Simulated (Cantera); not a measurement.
Equilibrium for carbon deposition, reforming and gasification: C3H6 + NH3 + N2

Input: 1 mol C3H6, 0.65 mol NH3, 0.58 mol N2, held at 0.133 bar.

Equilibrium computed with Cantera from the NASA thermochemical tables; the gas is ideal and each condensed phase is pure. Candidate condensed phases: C, C6H6, C7H8, C8H18; 92 gas species. Kinetics and transport are ignored.

```
T (K)   x H2   x N2     x CH4       x H     x HCN  n C(graphite)
-----  -----  -----  --------  --------  --------  -------------
800    0.708  0.202    0.0898  6.67e-12   3.55e-8           2.60
950    0.798  0.188    0.0142   1.36e-9   8.65e-7           2.93
1100   0.811  0.186   0.00315   6.38e-8   8.63e-6           2.98
1250   0.813  0.186  0.000970   1.19e-6   4.93e-5           3.00
1400   0.814  0.185  0.000382   1.20e-5  0.000193           3.00
1550   0.814  0.185  0.000180   7.78e-5  0.000577           3.00
1700   0.813  0.185   9.66e-5  0.000364   0.00142           2.99
1850   0.811  0.184   5.75e-5   0.00133   0.00301           2.98
2000   0.807  0.182   3.69e-5   0.00400   0.00565           2.96
2150   0.798  0.179   2.50e-5    0.0103   0.00966           2.93
2300   0.782  0.175   1.74e-5    0.0234    0.0152           2.88
2450   0.752  0.169   1.23e-5    0.0477    0.0222           2.81
```
x: gas mole fraction; n: condensed amount in mol.

From 800 K to 2450 K the condensed part is C(graphite). The main C-bearing gas is CH4 at 800 K and HCN at 2450 K.
